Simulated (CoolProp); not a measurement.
Vapour-liquid equilibrium of hydrogen sulfide (1) + propane (2) at 213.6 K; x and y are mole fractions of (1).

Computed with CoolProp (multi-fluid Helmholtz-energy mixture model, Lemmon 2006 and Lemmon 2009; pair parameters Kunz 2012).

```json
[
 {"x": "0.05", "bubble pressure, mixture model (kPa)": "62.61", "bubble pressure, Raoult's law (kPa)": "46.79", "y, mixture model": "0.329", "y, Raoult's law": "0.112"},
 {"x": "0.15", "bubble pressure, mixture model (kPa)": "87.84", "bubble pressure, Raoult's law (kPa)": "52.94", "y, mixture model": "0.556", "y, Raoult's law": "0.298"},
 {"x": "0.25", "bubble pressure, mixture model (kPa)": "102.0", "bubble pressure, Raoult's law (kPa)": "59.09", "y, mixture model": "0.642", "y, Raoult's law": "0.445"},
 {"x": "0.35", "bubble pressure, mixture model (kPa)": "109.7", "bubble pressure, Raoult's law (kPa)": "65.24", "y, mixture model": "0.684", "y, Raoult's law": "0.564"},
 {"x": "0.45", "bubble pressure, mixture model (kPa)": "113.7", "bubble pressure, Raoult's law (kPa)": "71.39", "y, mixture model": "0.709", "y, Raoult's law": "0.663"},
 {"x": "0.55", "bubble pressure, mixture model (kPa)": "115.9", "bubble pressure, Raoult's law (kPa)": "77.54", "y, mixture model": "0.726", "y, Raoult's law": "0.746"},
 {"x": "0.65", "bubble pressure, mixture model (kPa)": "117.2", "bubble pressure, Raoult's law (kPa)": "83.69", "y, mixture model": "0.742", "y, Raoult's law": "0.817"},
 {"x": "0.75", "bubble pressure, mixture model (kPa)": "117.9", "bubble pressure, Raoult's law (kPa)": "89.84", "y, mixture model": "0.763", "y, Raoult's law": "0.878"},
 {"x": "0.85", "bubble pressure, mixture model (kPa)": "117.2", "bubble pressure, Raoult's law (kPa)": "95.99", "y, mixture model": "0.804", "y, Raoult's law": "0.932"},
 {"x": "0.95", "bubble pressure, mixture model (kPa)": "112.1", "bubble pressure, Raoult's law (kPa)": "102.1", "y, mixture model": "0.898", "y, Raoult's law": "0.979"}
]
```

The largest gap from Raoult's law is +72.6 % in bubble pressure, at x = 0.25. y crosses x between x = 0.75 and 0.85: the model has an azeotrope there.

The pair parameters rest on a limited set of measurements; away from them the model extrapolates. With so large a gap from Raoult's law the liquid may split in two, which this calculation doesn't test in full.
